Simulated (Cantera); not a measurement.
A closed system holds: 1 mol C, 0.55 mol NH3, at 1950 K and 0.860 bar.

Cantera equilibrium calculation (NASA polynomials, part measured and part estimated; ideal gas, pure solids and liquids). Candidate condensed phases: C, C6H6, C7H8, C8H18; 92 gas species. The numbers say what is thermodynamically allowed, not how fast it happens.

Base state: H2 0.746, N2 0.247, HCN 0.00517, H 0.00107, C2H2 (acetylene) 0.000408, HNC 0.000268, CH4 0.000233 (mole fractions); condensed: C(graphite).

**Question.** What changes in the equilibrium state with this change: temperature from 1950 K to 1798.15 K?

**Answer.** 
```json
[
 {"species": "H2", "before": "0.746", "after": "0.748"},
 {"species": "N2", "before": "0.247", "after": "0.249"},
 {"species": "HCN", "before": "0.00517", "after": "0.00262"},
 {"species": "H", "before": "0.00107", "after": "0.000329"},
 {"species": "C2H2 (acetylene)", "before": "0.000408", "after": "0.000129"},
 {"species": "C(graphite), mol", "before": "0.993", "after": "0.996"}
]
```
